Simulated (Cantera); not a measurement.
# Low-pressure radical oxidation in H2/O2

A perfectly stirred reactor is fed with 4.91 % H₂, 30.7 % O₂, 64.4 % N₂, equivalence ratio 0.080, at 10.00 Torr; it is held at 1200 K, and followed from long to short residence time.

Model: GRI-Mech 3.0 (53 species, 325 reactions), integrated in Cantera. Radical loss at walls, strong at low pressure, is not modelled. The temperature is held fixed by assumption; the heat of reaction is taken as removed at once.

```json
[
 {"τ (s)": "16", "x H₂": "6.24e-5", "x O₂": "0.289", "x H₂O": "0.0500", "x N₂O": "1.60e-8", "x OH": "0.000440", "x NO₂": "2.76e-11"},
 {"τ (s)": "4.3", "x H₂": "0.000144", "x O₂": "0.288", "x H₂O": "0.0497", "x N₂O": "1.28e-8", "x OH": "0.000678", "x NO₂": "2.05e-11"},
 {"τ (s)": "1.2", "x H₂": "0.000318", "x O₂": "0.287", "x H₂O": "0.0491", "x N₂O": "9.80e-9", "x OH": "0.00102", "x NO₂": "1.95e-11"},
 {"τ (s)": "0.32", "x H₂": "0.000693", "x O₂": "0.285", "x H₂O": "0.0476", "x N₂O": "7.21e-9", "x OH": "0.00153", "x NO₂": "1.89e-11"},
 {"τ (s)": "0.087", "x H₂": "0.00137", "x O₂": "0.282", "x H₂O": "0.0447", "x N₂O": "5.29e-9", "x OH": "0.00212", "x NO₂": "1.54e-11"},
 {"τ (s)": "0.024", "x H₂": "0.00249", "x O₂": "0.279", "x H₂O": "0.0406", "x N₂O": "3.86e-9", "x OH": "0.00269", "x NO₂": "8.26e-12"},
 {"τ (s)": "0.0064", "x H₂": "0.00500", "x O₂": "0.279", "x H₂O": "0.0358", "x N₂O": "2.40e-9", "x OH": "0.00329", "x NO₂": "2.47e-12"},
 {"τ (s)": "0.0017", "x H₂": "0.0121", "x O₂": "0.284", "x H₂O": "0.0283", "x N₂O": "9.48e-10", "x OH": "0.00383", "x NO₂": "<1e-12"}
]
```
x: mole fraction; the columns are a selection and need not sum to one.
